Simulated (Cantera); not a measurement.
Input: 1 mol Si₃N₄, 0.99 mol CO₂, a varied amount of H₂, held at 2148 K and 13.3 mbar.

Method: chemical equilibrium by Gibbs-energy minimisation in Cantera with the NASA 1993 tables (ideal gas, pure condensed phases). Candidate condensed phases: C, C₆H₆, C₇H₈, C₈H₁₈, H₂O, Si, SiC, SiO₂, Si₂N₂O, Si₃N₄; 151 gas species. Mutual solubility and eutectic melting of coexisting phases are not modelled. The tables' values for SiN are old estimates; treat these amounts as uncertain. Gases not in the tables: Si₂H₆ and higher silanes. Equilibrium is a limit: real reactors are often held back by kinetics, nucleation or transport.

x: gas mole fraction; n: condensed amount in mol.

```csv
n(H₂) (mol),x H₂,x H,x N₂,x SiO,x Si,x CO,n Si(l),n SiC(s)
62,0.889,0.0340,0.0290,0.0175,0.0165,0.0114,0.306,0.124
110,0.916,0.0346,…,…,…,…,0,0
160,0.930,0.0348,0.0117,0.00634,0.0100,0.00540,0,0
210,0.938,0.0350,0.00902,0.00479,0.00792,0.00422,0,0
270,0.944,0.0351,0.00706,0.00371,0.00632,0.00334,0,0
320,0.947,0.0351,0.00598,0.00312,0.00540,0.00285,0,0
370,0.949,0.0352,…,…,…,…,0,0
420,0.951,0.0352,0.00458,0.00237,0.00419,0.00220,0,0
```

Question: Complete the blanks.

Answer: 
- 110, x N₂: 0.0168
- 110, x SiO: 0.00933
- 110, x Si: 0.0136
- 110, x CO: 0.00749
- 370, x N₂: 0.00519
- 370, x SiO: 0.00269
- 370, x Si: 0.00472
- 370, x CO: 0.00248
